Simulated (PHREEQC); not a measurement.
Na2CO3 is added in steps, without added water, to 1 kg of water holding 1.5 mmol/kgw H3BO3, 0.69 mmol/kgw Na2SO4 and 0.31 mmol/kgw KCl, at 20 °C. O2 is buffered at 0.21 atm. No CO2 enters from the air. Precipitation was switched off in this run.

Base run: PHREEQC, ion-association model, wateq4f.dat. Each further column changes one thing. The table gives CO3-2 (mol/kgw).

```csv
Na2CO3 added (mol),base,all activity coefficients set to 1,Debye-Hückel limiting law,database pitzer.dat,database phreeqc.dat
0,0,0,0,0,0
0.0004333,1.44e-5,1.29e-5,1.46e-5,1.33e-5,1.44e-5
0.0008667,7.67e-5,6.91e-5,7.79e-5,7.29e-5,7.68e-5
0.0013,0.000223,0.000205,0.000226,0.000220,0.000223
0.001733,0.000462,0.000434,0.000467,0.000470,0.000462
0.002167,0.000763,0.000723,0.000770,0.000792,0.000763
0.0026,0.00109,0.00104,0.00110,0.00115,0.00109
```

 pitzer.dat has no redox and few complexes: it carries them in its interaction parameters. phreeqc.dat and wateq4f.dat share most of their constants, so their agreement is no independent check.
